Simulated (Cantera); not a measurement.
Feed: 1 mol CO2, 4.4 mol H2O, 0.041 mol O2, at 2298 K and 32.0 bar.

Cantera equilibrium calculation (NASA polynomials, part measured and part estimated; ideal gas, pure solids and liquids). Candidate condensed phases: C, C6H6, C7H8, C8H18, H2O; 110 gas species. The ideal-gas law is rough above about 30 bar. Rates play no part.

Base state: H2O 0.800, CO2 0.179, O2 0.00978, OH 0.00402, CO 0.00368, H2 0.00293, H 9.17e-5, O 8.58e-5 (mole fractions); condensed: gas only.

**Question.** What changes in the equilibrium state with this change: temperature from 2298 K to 3273 K?

**Answer.** 
| species | before | after |
|---|---|---|
| H2O | 0.800 | 0.640 |
| CO2 | 0.179 | 0.100 |
| OH | 0.00402 | 0.0670 |
| H | 9.17e-5 | 0.0139 |
| O | 8.58e-5 | 0.0104 |
| H2 | 0.00293 | 0.0536 |
| CO | 0.00368 | 0.0665 |
| O2 | 0.00978 | 0.0483 |
| HO2 | 5.47e-6 | 0.000134 |
| H2O2 | 2.02e-6 | 2.05e-5 |
